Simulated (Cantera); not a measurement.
What does this Cantera script print?

```python
import numpy as np
import cantera as ct

gas_names = [...]  # 45 gases of nasa_gas.yaml made of Cu, F, H, N, O
cond_names = """
    Cu(cr) Cu(L) CuF2(s) CuF2(L) CuO(s) CuO2H2(s) Cu2O(s) Cu2O(L) H2O(s) H2O(L)
""".split()


# ... load() reads the species with a 1 bar reference pressure and builds the phases ...
atoms = {
    'CuF2': {'Cu': 1, 'F': 2},
    'H2O': {'H': 2, 'O': 1},
    'N2': {'N': 2},
    'HF': {'H': 1, 'F': 1},
}
top_T = {'CuO(s)': 1390}  # K; cautious upper limits of use, not melting points


# ... equilibrate(T, P, feed) seeds the gas with the atoms and calls Mixture.equilibrate('TP', solver="vcs", rtol=1e-11, max_steps=5000) ...
results = []
feed = {'CuF2': 1, 'H2O': 0.31, 'N2': 16, 'HF': 0.035}  # mol
P = 38  # Pa
for T in [700, 800, 900, 1000, 1100, 1200, 1300, 1400, 1500, 1600, 1700, 1800, 1900, 2000]:
    mix = equilibrate(T, P, feed)
    results.append((T, P, feed, dict(zip(mix.species_names, mix.species_moles))))
    x = sorted(zip(gas.X, gas.species_names), reverse=True)
    print(f"T = {T:g} K  P = {P:g} Pa  gas = {mix.phase_moles(0):.4g} mol")
    print("   x: " + "  ".join(f"{s} {v:.3e}" for v, s in x if v > 0.0001))
    print("   condensed (mol): " + ("  ".join(f"{mix.phase(i).name} {mix.phase_moles(i):.4g}"
          for i in range(1, mix.n_phases) if mix.phase_moles(i) > 1e-12) or "none"))
```

Output:

```
T = 700 K  P = 38 Pa  gas = 16.66 mol
   x: N2 9.607e-01  HF 3.933e-02
   condensed (mol): CuF2(s) 0.69  CuO(s) 0.31  Cu2O(s) 9.872e-06
T = 800 K  P = 38 Pa  gas = 16.66 mol
   x: N2 9.606e-01  HF 3.932e-02  O2 1.041e-04
   condensed (mol): CuF2(s) 0.6897  CuO(s) 0.3031  Cu2O(s) 0.003447
T = 900 K  P = 38 Pa  gas = 16.75 mol
   x: N2 9.550e-01  HF 3.909e-02  O2 4.652e-03  CuF2 1.053e-03  CuF 2.175e-04
   condensed (mol): CuF2(s) 0.6705  Cu2O(s) 0.1541
T = 1000 K  P = 38 Pa  gas = 17.48 mol
   x: N2 9.154e-01  HF 3.747e-02  CuF2 3.158e-02  CuF 9.886e-03  O2 5.667e-03
   condensed (mol): CuF2(s) 0.05158  Cu2O(s) 0.1118
T = 1100 K  P = 38 Pa  gas = 17.81 mol
   x: N2 8.984e-01  HF 3.678e-02  CuF 3.481e-02  CuF2 2.134e-02  O2 8.694e-03
   condensed (mol): none
T = 1200 K  P = 38 Pa  gas = 17.81 mol
   x: N2 8.983e-01  HF 3.678e-02  CuF 3.482e-02  CuF2 2.133e-02  O2 8.682e-03
   condensed (mol): none
T = 1300 K  P = 38 Pa  gas = 17.81 mol
   x: N2 8.982e-01  HF 3.677e-02  CuF 3.494e-02  CuF2 2.120e-02  O2 8.658e-03  F 1.374e-04
   condensed (mol): none
T = 1400 K  P = 38 Pa  gas = 17.83 mol
   x: N2 8.972e-01  HF 3.673e-02  CuF 3.594e-02  CuF2 2.014e-02  O2 8.612e-03  F 1.177e-03  NO 1.566e-04
   condensed (mol): none
T = 1500 K  P = 38 Pa  gas = 17.91 mol
   x: N2 8.932e-01  CuF 4.022e-02  HF 3.657e-02  CuF2 1.560e-02  O2 8.513e-03  F 5.619e-03  NO 2.623e-04
   condensed (mol): none
T = 1600 K  P = 38 Pa  gas = 18.05 mol
   x: N2 8.863e-01  CuF 4.744e-02  HF 3.629e-02  F 1.314e-02  O2 8.350e-03  CuF2 7.941e-03  NO 4.093e-04
   condensed (mol): none
T = 1700 K  P = 38 Pa  gas = 18.14 mol
   x: N2 8.815e-01  CuF 5.222e-02  HF 3.610e-02  F 1.834e-02  O2 8.137e-03  CuF2 2.745e-03  NO 6.039e-04  O 2.068e-04  Cu 1.436e-04
   condensed (mol): none
T = 1800 K  P = 38 Pa  gas = 18.19 mol
   x: N2 8.790e-01  CuF 5.340e-02  HF 3.600e-02  F 2.077e-02  O2 7.820e-03  NO 8.471e-04  CuF2 8.435e-04  Cu 7.227e-04  O 5.520e-04
   condensed (mol): none
T = 1900 K  P = 38 Pa  gas = 18.25 mol
   x: N2 8.762e-01  CuF 5.163e-02  HF 3.589e-02  F 2.343e-02  O2 7.277e-03  Cu 2.884e-03  O 1.306e-03  NO 1.125e-03  CuF2 2.807e-04
   condensed (mol): none
T = 2000 K  P = 38 Pa  gas = 18.37 mol
   x: N2 8.705e-01  CuF 4.602e-02  HF 3.566e-02  F 2.892e-02  Cu 8.325e-03  O2 6.367e-03  O 2.739e-03  NO 1.402e-03  CuF2 1.061e-04
   condensed (mol): none
```

These are equilibrium values from Cantera (NASA tables, ideal gas, pure condensed phases), not measurements of a reactor.
